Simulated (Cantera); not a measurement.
Feed: 1 mol PbO, 1.4 mol CO, equilibrated at 800 K.

Cantera equilibrium calculation (NASA polynomials, part measured and part estimated; ideal gas, pure solids and liquids). Candidate condensed phases: C, Pb, PbO, PbO2, Pb3O4; 15 gas species. The numbers say what is thermodynamically allowed, not how fast it happens.

Task: At 1.80 mbar, list the 3 most abundant gas species with their mole fractions, and the condensed phases.

Result: CO2 0.714, CO 0.286, Pb 3.41e-5. Condensed: Pb(l).
